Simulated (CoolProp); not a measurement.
Model: reference Helmholtz-energy equation of state, Lemmon 2003, in CoolProp. It is a pseudo-pure fit of the blend.

Question: For R410A, give the phase and the cp (kJ/(kg K)), cv (kJ/(kg K)), Prandtl number at 376.5 K and 101 kPa; 417.5 K and 101 kPa.

Answer: 
- 376.5 K and 101 kPa: gas; cp 0.932, cv 0.814, Prandtl number 0.796
- 417.5 K and 101 kPa: gas; cp 0.990, cv 0.873, Prandtl number 0.806

Viscosity comes from a separate model (Geller 2000). Thermal conductivity comes from a separate model (Geller 2001).
